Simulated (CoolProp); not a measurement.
A closed Brayton cycle with dry air: compressor inlet 326.15 K and 2.5 MPa, high pressure 5.52 MPa, turbine inlet 880 K, compressor efficiency 0.85, turbine efficiency 0.93, recuperator effectiveness 0.95 (on enthalpy, no pinch check). Each further row changes one setting.

Model: reference Helmholtz-energy equation of state, Lemmon 2000, in CoolProp. It is a pseudo-pure fit of the blend.

```csv
case,thermal efficiency (%),net work (kJ/kg),compressor to turbine work,compressor exit (K),turbine exit (K)
as stated,38.0,71.8,0.58,423.9,726.8
turbine inlet 830 K,35.1,62.0,0.61,423.9,___
compressor inlet 336.15 K,___,68.7,___,436.7,726.8
high pressure 4.69 MPa,38.9,61.7,0.55,402.0,756.2
recuperator effectiveness 0.5,___,71.8,0.58,423.9,726.8
```

Problem. What belongs in the gaps?

Solution. 
- turbine inlet 830 K, turbine exit (K): 684.2
- compressor inlet 336.15 K, thermal efficiency (%): 36.5
- compressor inlet 336.15 K, compressor to turbine work: 0.60
- recuperator effectiveness 0.5, thermal efficiency (%): 21.6
